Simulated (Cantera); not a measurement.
A freely propagating, adiabatic, planar premixed flame of 18.2 % H2, 11.8 % O2, 48.3 % N2, 21.8 % H2O, equivalence ratio 0.77, unburnt at 375 K and 100.0 Torr; multicomponent+Soret transport, grid criteria slope 0.08 and curve 0.16, no radiation.

Model: the H2/O2 subset of GRI-Mech 3.0, which has no nitrogen chemistry, integrated in Cantera. Burning velocities carry a grid error of a few per cent, more on coarse grids.

Task: Predict: laminar burning velocity; thermal thickness; peak x(HO2); peak x(O); peak x(OH).

Result: 
| Quantity | Result |
|---|---|
| laminar burning velocity | 95.3 cm/s |
| thermal thickness | 4.45 mm |
| peak x(HO2) | 0.000146 |
| peak x(O) | 0.00354 |
| peak x(OH) | 0.00539 |
